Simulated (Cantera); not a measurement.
Equilibrium for oxide etching and cleaning by halides: CuO + F2 + O2

Charge: 1 mol CuO, 1.7 mol F2, 0.12 mol O2, at 0.100 bar.

These are equilibrium values from Cantera (NASA tables, ideal gas, pure condensed phases), not measurements of a reactor. Candidate condensed phases: Cu, CuF2, CuO, Cu2O; 13 gas species. The numbers say what is thermodynamically allowed, not how fast it happens.

From 1600 K to 1900 K nothing is condensed. The main Cu-bearing gas is CuF2 throughout.

```json
[
 {"T (K)": "1600", "x F": "0.462", "x CuF2": "0.331", "x O2": "0.205", "x CuF": "0.000214", "x F2": "0.00124", "x O": "2.08e-5", "x FO": "2.22e-5"},
 {"T (K)": "1650", "x F": "0.462", "x CuF2": "0.331", "x O2": "0.205", "x CuF": "0.000460", "x F2": "0.000850", "x O": "3.71e-5", "x FO": "2.36e-5"},
 {"T (K)": "1700", "x F": "0.463", "x CuF2": "0.330", "x O2": "0.205", "x CuF": "0.000945", "x F2": "0.000595", "x O": "6.40e-5", "x FO": "2.50e-5"},
 {"T (K)": "1750", "x F": "0.464", "x CuF2": "0.329", "x O2": "0.205", "x CuF": "0.00186", "x F2": "0.000425", "x O": "0.000107", "x FO": "2.63e-5"},
 {"T (K)": "1800", "x F": "0.465", "x CuF2": "0.327", "x O2": "0.205", "x CuF": "0.00351", "x F2": "0.000310", "x O": "0.000174", "x FO": "2.77e-5"},
 {"T (K)": "1850", "x F": "0.467", "x CuF2": "0.323", "x O2": "0.204", "x CuF": "0.00636", "x F2": "0.000230", "x O": "0.000275", "x FO": "2.90e-5"},
 {"T (K)": "1900", "x F": "0.469", "x CuF2": "0.316", "x O2": "0.203", "x CuF": "0.0110", "x F2": "0.000175", "x O": "0.000425", "x FO": "3.04e-5"}
]
```
x: gas mole fraction; nothing condenses.
